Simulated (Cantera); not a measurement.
Predominance diagram of Li at 1250 K against the partial pressures of N2 and Cl2 (log10, bar). Standard-state values (1 bar) from the NASA 1993 polynomials, evaluated with Cantera. Candidates: Li(l), LiCl(l). Only these pure phases compete in this equilibrium. 

### Question
Which phase is stable at these pairs, and which metal-bearing vapour leads over it? (-11, -23.1); (-7, -30); (-15, 1); (-13, -2.4); (-10, -19.7); (-15, -30); (-3, -26.6)

### Answer
```
log p(N2)  log p(Cl2)    phase  chief vapour  log p (bar)
---------  ----------  -------  ------------  -----------
-11             -23.1  LiCl(l)          LiCl         -1.9
-7                -30    Li(l)            Li         -1.4
-15                 1  LiCl(l)          LiCl         -1.9
-13              -2.4  LiCl(l)          LiCl         -1.9
-10             -19.7  LiCl(l)          LiCl         -1.9
-15               -30    Li(l)            Li         -1.4
-3              -26.6    Li(l)            Li         -1.4
```
